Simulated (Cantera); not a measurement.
Equilibrium for oxide etching and cleaning by halides: MgO + HCl + N2

Feed: 1 mol MgO, a varied amount of HCl, 23 mol N2, at 1798 K and 0.100 bar.

Method: chemical equilibrium by Gibbs-energy minimisation in Cantera with the NASA 1993 tables (ideal gas, pure condensed phases). Candidate condensed phases: H2O, Mg, MgCl2, MgO, Mg(OH)2, NH4Cl; 38 gas species. Kinetics and transport are ignored.

```
n(HCl) (mol)   x N2  x HCl  x MgCl2   x H2O     x Cl     x H2      x H    x Cl2  n MgO(s)
------------  -----  -----  -------  ------  -------  -------  -------  -------  --------
7             0.765  0.167   0.0312  0.0311  0.00340  0.00176  4.67e-5  1.18e-5    0.0611
9.1           0.715  0.217   0.0311  0.0310  0.00405  0.00208  5.07e-5  1.68e-5         0
12            0.656  0.280   0.0285  0.0284  0.00482  0.00245  5.51e-5  2.37e-5         0
16            0.588  0.352   0.0256  0.0255  0.00563  0.00285  5.94e-5  3.23e-5         0
20            0.533  0.411   0.0232  0.0231  0.00624  0.00315  6.25e-5  3.97e-5         0
27            0.458  0.491   0.0199  0.0199  0.00703  0.00355  6.63e-5  5.04e-5         0
35            0.395  0.559   0.0172  0.0171  0.00766  0.00387  6.93e-5  5.99e-5         0
```
x: gas mole fraction; n: condensed amount in mol.

At 7 mol HCl the condensed part is MgO(s). From 9.1 mol HCl to 35 mol HCl nothing is condensed. The main Mg-bearing gas is MgCl2 throughout.
